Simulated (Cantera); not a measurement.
Feed: 1 mol trisilylamine, 0.3 mol N2, 0.0042 mol H2O, held at 0.0100 bar.

Cantera equilibrium calculation (NASA polynomials, part measured and part estimated; ideal gas, pure solids and liquids). Candidate condensed phases: H2O, Si, SiO2, Si2N2O, Si3N4; 35 gas species. The feed counts by its element totals alone. Mutual solubility and eutectic melting of coexisting phases are not modelled. Gases not in the tables: Si2H6 and higher silanes. Equilibrium is a limit: real reactors are often held back by kinetics, nucleation or transport.

**Question.** Which condensed phases are stable at each of these points (T (°C)): 677, 777, 877, 977, 1077, 1177, 1277, 1377, 1477, 1577, 1677, 1777?

**Answer.** 
| T (°C) | condensed phases | Si condensed (%) |
|---|---|---|
| 677 | Si(s) + Si2N2O(s) + Si3N4(s) | 100.0 |
| 777 | Si(s) + Si2N2O(s) + Si3N4(s) | 100.0 |
| 877 | Si(s) + Si2N2O(s) + Si3N4(s) | 100.0 |
| 977 | Si(s) + Si2N2O(s) + Si3N4(s) | 100.0 |
| 1077 | Si(s) + Si2N2O(s) + Si3N4(s) | 100.0 |
| 1177 | Si(s) + Si2N2O(s) + Si3N4(s) | 100.0 |
| 1277 | Si(s) + Si2N2O(s) + Si3N4(s) | 100.0 |
| 1377 | Si(s) + Si3N4(s) | 99.9 |
| 1477 | Si(l) | 99.8 |
| 1577 | Si(l) | 99.7 |
| 1677 | Si(l) | 99.4 |
| 1777 | Si(l) | 98.3 |

From 677 °C to 1277 °C the condensed part is Si(s) + Si2N2O(s) + Si3N4(s). At 1377 °C the condensed part is Si(s) + Si3N4(s). From 1477 °C to 1777 °C the condensed part is Si(l).
